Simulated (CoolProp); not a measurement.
Vapour-liquid equilibrium of dimethyl ether (1) + chloromethane (R40) (2) at 10 bar; x and y are mole fractions of (1).

Model: multi-fluid Helmholtz-energy mixture model, Wu 2011 and Thol 2014; pair parameters Bell 2016, in CoolProp.

```
x     bubble temperature, mixture model (°C)  bubble temperature, Raoult's law (°C)  y, mixture model  y, Raoult's law
----  --------------------------------------  -------------------------------------  ----------------  ---------------
0.05                                    45.6                                   45.2             0.044            0.051
0.2                                     46.3                                   45.1             0.188            0.203
0.35                                    46.7                                   45.0             0.342            0.354
0.5                                     46.8                                   44.9             0.503            0.504
0.65                                    46.5                                   44.8             0.663            0.654
0.8                                     45.9                                   44.7             0.817            0.803
0.95                                    44.9                                   44.6             0.957            0.951
```

The largest gap from Raoult's law is +1.9 K in bubble temperature, at x = 0.5. y crosses x between x = 0.35 and 0.5: the model has an azeotrope there.

The pair parameters rest on a limited set of measurements; away from them the model extrapolates.
